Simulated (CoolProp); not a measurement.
Properties of R1336mzz(E) along the isotherm 290.9 K (Tc = 403.5 K, pc = 2.779 MPa, ω = 0.413).

Values from CoolProp's reference Helmholtz-energy equation of state, Akasaka 2023.

| p (MPa) | phase | density (kg/m³) | cp (kJ/(kg K)) | cv (kJ/(kg K)) | Joule-Thomson coefficient (K/MPa) | isothermal compressibility (1/MPa) | fugacity coefficient |
|---|---|---|---|---|---|---|---|
| 0.438 | liquid | 1348 | 1.233 | 0.8766 | -0.2194 | 0.002890 | 0.3237 |
| 0.877 | liquid | 1350 | 1.231 | 0.8768 | -0.2234 | 0.002844 | 0.1653 |
| 1.32 | liquid | 1352 | 1.229 | 0.8771 | -0.2274 | 0.002799 | 0.1123 |
| 1.75 | liquid | 1353 | 1.227 | 0.8773 | -0.2311 | 0.002757 | 0.08654 |
| 2.19 | liquid | 1355 | 1.225 | 0.8775 | -0.2348 | 0.002715 | 0.07069 |
| 2.63 | liquid | 1357 | 1.224 | 0.8777 | -0.2384 | 0.002675 | 0.06018 |
| 3.07 | liquid | 1358 | 1.222 | 0.8780 | -0.2419 | 0.002636 | 0.05270 |
| 3.51 | liquid | 1360 | 1.220 | 0.8782 | -0.2453 | 0.002598 | 0.04712 |
| 3.95 | liquid | 1361 | 1.219 | 0.8784 | -0.2486 | 0.002562 | 0.04280 |
| 4.38 | liquid | 1363 | 1.217 | 0.8786 | -0.2517 | 0.002527 | 0.03943 |
| 4.82 | liquid | 1364 | 1.216 | 0.8789 | -0.2548 | 0.002493 | 0.03662 |
| 5.26 | liquid | 1366 | 1.214 | 0.8791 | -0.2578 | 0.002460 | 0.03430 |
| 5.7 | liquid | 1367 | 1.213 | 0.8793 | -0.2607 | 0.002428 | 0.03235 |
